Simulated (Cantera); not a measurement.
Charge: 1 mol HgO, 0.019 mol O₂, 2.2 mol N₂, held at 101000 Pa.

These are equilibrium values from Cantera (NASA tables, ideal gas, pure condensed phases), not measurements of a reactor. Candidate condensed phases: Hg, HgO; 10 gas species. The numbers say what is thermodynamically allowed, not how fast it happens.

x: gas mole fraction; n: condensed amount in mol.

```json
[
 {"T (K)": "673", "x N₂": "0.680", "x Hg": "0.209", "x O₂": "0.110", "x NO": "1.01e-7", "x NO₂": "1.19e-7", "x O": "<1e-12", "x N₂O": "1.33e-11", "n HgO(s)": "0.324"},
 {"T (K)": "748", "x N₂": "0.592", "x Hg": "0.269", "x O₂": "0.140", "x NO": "5.45e-7", "x NO₂": "2.54e-7", "x O": "<1e-12", "x N₂O": "5.64e-11", "n HgO(s)": "0"},
 {"T (K)": "823", "x N₂": "0.592", "x Hg": "0.269", "x O₂": "0.140", "x NO": "2.08e-6", "x NO₂": "4.13e-7", "x O": "<1e-12", "x N₂O": "1.87e-10", "n HgO(s)": "0"},
 {"T (K)": "898", "x N₂": "0.592", "x Hg": "0.269", "x O₂": "0.140", "x NO": "(withheld)", "x NO₂": "(withheld)", "x O": "(withheld)", "x N₂O": "(withheld)", "n HgO(s)": "0"},
 {"T (K)": "973", "x N₂": "0.592", "x Hg": "0.269", "x O₂": "0.140", "x NO": "(withheld)", "x NO₂": "(withheld)", "x O": "(withheld)", "x N₂O": "(withheld)", "n HgO(s)": "0"},
 {"T (K)": "1048", "x N₂": "0.592", "x Hg": "0.269", "x O₂": "0.140", "x NO": "3.66e-5", "x NO₂": "1.18e-6", "x O": "2.35e-10", "x N₂O": "2.51e-9", "n HgO(s)": "0"},
 {"T (K)": "1123", "x N₂": "0.592", "x Hg": "0.269", "x O₂": "0.140", "x NO": "7.37e-5", "x NO₂": "1.52e-6", "x O": "1.63e-9", "x N₂O": "4.75e-9", "n HgO(s)": "0"},
 {"T (K)": "1198", "x N₂": "0.591", "x Hg": "0.269", "x O₂": "0.139", "x NO": "0.000136", "x NO₂": "1.91e-6", "x O": "8.91e-9", "x N₂O": "8.33e-9", "n HgO(s)": "0"}
]
```

What belongs in the gaps?


- 973, x NO: 1.63e-5
- 973, x NO₂: 8.75e-7
- 973, x O: 2.51e-11
- 973, x N₂O: 1.20e-9
- 898, x NO: 6.34e-6
- 898, x NO₂: 6.20e-7
- 898, x O: 1.85e-12
- 898, x N₂O: 5.12e-10
